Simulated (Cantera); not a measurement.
Low-pressure radical oxidation in H2/O2

An isothermal, constant-pressure homogeneous reactor starts with H₂ : O₂ = 0.0037 : 1 (molar parts), at 1400 K and 0.0132 atm.

Cantera simulation using the H2/O2 subset of GRI-Mech 3.0, which has no nitrogen chemistry; the numbers are that mechanism's predictions, not measurements. Radical loss at walls, strong at low pressure, is not modelled.

```json
[
 {"t (s)": "0.000200", "x H₂": "0.00369", "x O₂": "0.996", "x HO₂": "1.72e-8", "x H₂O₂": "2.21e-12", "x O": "1.71e-8"},
 {"t (s)": "0.000582", "x H₂": "0.00369", "x O₂": "0.996", "x HO₂": "4.99e-8", "x H₂O₂": "1.69e-11", "x O": "7.03e-8"},
 {"t (s)": "0.00169", "x H₂": "0.00369", "x O₂": "0.996", "x HO₂": "1.44e-7", "x H₂O₂": "1.10e-10", "x O": "4.96e-7"},
 {"t (s)": "0.00493", "x H₂": "0.00364", "x O₂": "0.996", "x HO₂": "3.97e-7", "x H₂O₂": "5.18e-10", "x O": "2.97e-5"},
 {"t (s)": "0.0144", "x H₂": "3.87e-5", "x O₂": "0.993", "x HO₂": "1.79e-7", "x H₂O₂": "4.46e-9", "x O": "0.00325"},
 {"t (s)": "0.0418", "x H₂": "5.39e-6", "x O₂": "0.993", "x HO₂": "1.51e-7", "x H₂O₂": "3.22e-9", "x O": "0.00327"},
 {"t (s)": "0.122", "x H₂": "5.07e-6", "x O₂": "0.993", "x HO₂": "1.46e-7", "x H₂O₂": "3.14e-9", "x O": "0.00306"},
 {"t (s)": "0.354", "x H₂": "4.27e-6", "x O₂": "0.994", "x HO₂": "1.32e-7", "x H₂O₂": "2.92e-9", "x O": "0.00256"},
 {"t (s)": "1.03", "x H₂": "2.78e-6", "x O₂": "0.994", "x HO₂": "1.03e-7", "x H₂O₂": "2.38e-9", "x O": "0.00165"},
 {"t (s)": "3.00", "x H₂": "1.14e-6", "x O₂": "0.996", "x HO₂": "6.08e-8", "x H₂O₂": "1.44e-9", "x O": "0.000664"}
]
```
x: mole fraction; the columns are a selection and need not sum to one.

Equilibrium at this temperature and pressure: H₂ 1.45e-8, O₂ 0.996, HO₂ 1.89e-8, H₂O₂ 4.74e-11, O 8.23e-6 (gas phase only).
